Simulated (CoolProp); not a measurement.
Vapour-liquid equilibrium of CH2F2 (R32) (1) + propane (2) at 0.451 MPa; x and y are mole fractions of (1).

The numbers come from the multi-fluid Helmholtz-energy mixture model, Tillner-Roth 1997 and Lemmon 2009; pair parameters Bell 2016 in CoolProp.

```
x     bubble temperature (°C)  y at the bubble point  dew temperature at overall composition x (°C)  liquid density (mol/L)
----  -----------------------  ---------------------  ---------------------------------------------  ----------------------
0.05                    -12.2                  0.297                                           -3.3                   12.53
0.15                    -21.9                  0.522                                           -6.7                   13.24
0.25                    -25.0                  0.591                                          -10.4                   13.83
0.35                    -25.9                  0.614                                          -14.4                   14.44
0.45                    -26.1                  0.621                                          -18.6                   15.12
0.55                    -26.2                  0.622                                          -23.2                   15.93
0.65                    -26.2                  0.624                                          -25.8                   16.89
0.75                    -26.0                  0.636                                          -23.4                   18.02
0.85                    -25.1                  0.680                                          -20.9                   19.33
0.95                    -21.5                  0.825                                          -18.4                   20.73
```

y crosses x between x = 0.55 and 0.65: the model has an azeotrope there.

Pair parameters are fitted to limited data, so mixtures are less certain than the pure fluids. With so large a gap from Raoult's law the liquid may split in two, which this calculation doesn't test in full.
